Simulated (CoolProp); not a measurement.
Saturation properties of propylene.

Computed with CoolProp (reference Helmholtz-energy equation of state, Lemmon 2013).

| T (°C) | p (MPa) | liquid density (kg/m³) | surface tension (mN/m) | liquid conductivity (mW/(m K)) |
|---|---|---|---|---|
| -25.15 | 0.2539 | 581.3 | 13.6 | 136 |
| -19.25 | 0.3138 | 573.4 | 12.8 | 133 |
| -13.35 | 0.3836 | 565.3 | 12.0 | 130 |
| -7.45 | 0.4645 | 557.0 | 11.2 | 127 |
| -1.45 | 0.5592 | 548.3 | 10.4 | 124 |
| 4.45 | 0.6656 | 539.5 | 9.59 | 122 |
| 10.35 | 0.7862 | 530.4 | 8.82 | 119 |
| 16.25 | 0.9221 | 521.0 | 8.06 | 116 |
| 22.15 | 1.075 | 511.2 | 7.31 | 113 |
| 28.05 | 1.245 | 500.9 | 6.58 | 110 |
| 34.05 | 1.437 | 490.0 | 5.84 | 107 |

It boils at -47.6 °C under 1 atm.

Thermal conductivity comes from a separate model (Huber 2003), an estimate that may be off by 10 % or more. Surface tension comes from a separate correlation (Mulero 2012).
